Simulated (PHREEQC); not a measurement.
A solution holds 0.0036 mol/kgw ZnSO4 and 0.013 mol/kgw NaH2PO4, at 25 °C. Closed to the air; pH follows from the charge balance.

Computed with PHREEQC (ion-association model, wateq4f.dat).

```tsv
quantity	before	after
pH	4.68	4.66
ionic strength (mol/kgw)	0.0247	0.0949
Zn+2 (mol/kgw)	0.00297	0.0207
SO4-2 (mol/kgw)	0.00284	0.0182
ZnSO4 (mol/kgw)	0.000620	0.0133
NaSO4- (mol/kgw)	0.000102	0.000432
SI of Goslarite (ZnSO4:7H2O)	-3.62	-2.28
SI of Zincite(c) (ZnO)	-4.55	-3.89
```

### Question
Name the change that produced these shifts.
A) ZnSO4 from 0.0036 to 0.036 mol/kgw
B) NaH2PO4 from 0.013 to 0.0065 mol/kgw
C) diluted 2-fold with water
D) temperature from 25 to 30 °C
E) NaH2PO4 replaced by NaAlO2 at the same molality

### Answer
A, ZnSO4 from 0.0036 to 0.036 mol/kgw

This is a speciation only: nothing precipitates in the calculation. Some of these states are supersaturated (in Zn3(PO4)2:4w, for instance). H3PO4, which wateq4f.dat lacks, is added to it with the constant of phreeqc.dat. The database has no phosphate complexes of Zn.
